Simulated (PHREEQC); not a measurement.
Consider water at 20 °C with 0.14 mol/kgw H2SO4, 0.0165 mol/kgw ZnSO4 and 0.13 mol/kgw KCl. Closed to the air; pH follows from the charge balance.

Model: ion-association model, wateq4f.dat, run in PHREEQC.

No solid was allowed to form.

Task: Order these S species by the share of S that they hold, largest first: SO4-2, ZnSO4, Zn(SO4)2-2, KSO4-, HSO4-.

Result: HSO4- (74 %), SO4-2 (19 %), KSO4- (3.4 %), ZnSO4 (2.7 %), Zn(SO4)2-2 (1.2 %)

The pH is 0.89 and the ionic strength 0.352 mol/kgw. Species that the database lacks are ignored.
